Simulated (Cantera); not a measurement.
A closed system holds: 1 mol SiH2Cl2, 15 mol N2, at 24.0 Pa.

These are equilibrium values from Cantera (NASA tables, ideal gas, pure condensed phases), not measurements of a reactor. Candidate condensed phases: NH4Cl, Si, Si3N4; 28 gas species. N2 is the only nitrogen source here; it is nearly inert below about 1500 K, so the nitride shown seldom forms there in practice. Rates play no part.

Question: What share of the Si ends up in condensed phases as a function of T (°C), at 852, 952, 1052, 1152, 1252, 1352, 1452?

Answer: 
```csv
T (°C),Si condensed (%),as
852,88.1,Si3N4(s)
952,82.2,Si3N4(s)
1052,65.0,Si3N4(s)
1152,44.6,Si3N4(s)
1252,28.0,Si3N4(s)
1352,19.8,Si(s)
1452,13.2,Si(l)
```
